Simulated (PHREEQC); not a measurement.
Dissolve 1 mol HCl and 0.37 mol CaCl2 per kg of water at 85 °C. Closed to the air; pH follows from the charge balance.

Model: Pitzer model, pitzer.dat, run in PHREEQC.

```yaml
pH: -0.03
ionic_strength: 2.11 mol/kgw
activity_of_water: 0.942
density: 1.017 g/cm³
osmotic_coefficient: 1.057
total_alkalinity: -1000 meq/kg
```

| species | molality | activity | log γ |
|---|---|---|---|
| Cl- | 1.74 | 0.986 | -0.247 |
| H+ | 1.00 | 1.07 | 0.031 |
| Ca+2 | 0.370 | 0.102 | -0.559 |

Precipitation was switched off in this run. Complexes and solids missing from the database can't appear. In brines, pH and single-ion activities rest on the MacInnes convention. Away from 25 °C the constants follow the database's enthalpies or fits; those with neither stay at their 25 °C values.
